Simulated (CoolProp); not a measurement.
Vapour-liquid equilibrium of o-xylene (1) + n-nonane (2) at 1200 kPa; x and y are mole fractions of (1).

Computed with CoolProp (multi-fluid Helmholtz-energy mixture model, Zhou 2012 and Lemmon 2006; pair parameters Bell 2016).

```
x     bubble temperature, mixture model (K)  bubble temperature, Raoult's law (K)  y, mixture model  y, Raoult's law
----  -------------------------------------  ------------------------------------  ----------------  ---------------
0.05                                  548.8                                 549.1             0.056            0.055
0.2                                   546.9                                 548.2             0.217            0.215
0.35                                  545.3                                 547.2             0.371            0.372
0.5                                   544.1                                 546.3             0.518            0.523
0.65                                  543.3                                 545.3             0.660            0.671
0.8                                   542.9                                 544.4             0.802            0.815
0.95                                  543.0                                 543.4             0.949            0.954
```

The largest gap from Raoult's law is -2.2 K in bubble temperature, at x = 0.5. y crosses x between x = 0.8 and 0.95: the model has an azeotrope there.

Pair parameters are fitted to limited data, so mixtures are less certain than the pure fluids.
